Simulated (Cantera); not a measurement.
## Reactions in the system Cl-Li-O

Cantera with NASA thermochemical tables; ideal gases at 1 bar, condensed phases pure. Values are per mole of reaction as written; species without (g) are pure solids or liquids, kept so even where they would boil at 1 bar.

O2(g) + 4 LiCl ⇌ 2 Li2O + 4 Cl(g)

```csv
T (K),ΔH° (kJ),ΔS° (J/K),ΔG° (kJ),log10 K,condensed phases
300,920.8,294.1,832.5,-144.96,"LiCl(s), Li2O(s)"
1200,823.2,176.3,611.7,-26.62,"LiCl(l), Li2O(s)"
1250,822.6,175.8,602.9,-25.19,"LiCl(l), Li2O(s)"
1300,822.2,175.5,594.1,-23.87,"LiCl(l), Li2O(s)"
1350,822.0,175.3,585.3,-22.65,"LiCl(l), Li2O(s)"
1400,821.9,175.3,576.5,-21.51,"LiCl(l), Li2O(s)"
1450,822.0,175.3,567.8,-20.45,"LiCl(l), Li2O(s)"
1500,822.3,175.5,559.0,-19.47,"LiCl(l), Li2O(s)"
1550,822.6,175.8,550.2,-18.54,"LiCl(l), Li2O(s)"
```
